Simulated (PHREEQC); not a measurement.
0.14 g of hydrous ferric oxide (600 m²/g; 0.2 weak and 0.005 strong sites per Fe, Dzombak-Morel constants, diffuse double layer) in 1 kg of water with 0.05 mol/kgw of an inert sodium salt and 3.6e-06 mol NaF and 5.7e-06 mol Na2SeO4, at 25 °C; the pH is set by adding NaOH or the inert anion's acid. Oxygen alone is held at its pressure in air (log pO2 = -0.68). CO2 from the air is kept out. Precipitation was switched off in this run.

The series has 13 steps of pH, from 4 to 10.

Equilibrium calculation in PHREEQC: ion-association model, wateq4f.dat.

### Question
Near which pH is half of the F sorbed, and on which side is more sorbed?

### Answer
Near pH 5.3, with more sorbed at lower pH.

### Question
Near which pH is half of the Se sorbed, and on which side is more sorbed?

### Answer
Near pH 6.1, with more sorbed at lower pH.

Complexes and solids missing from the database can't appear.
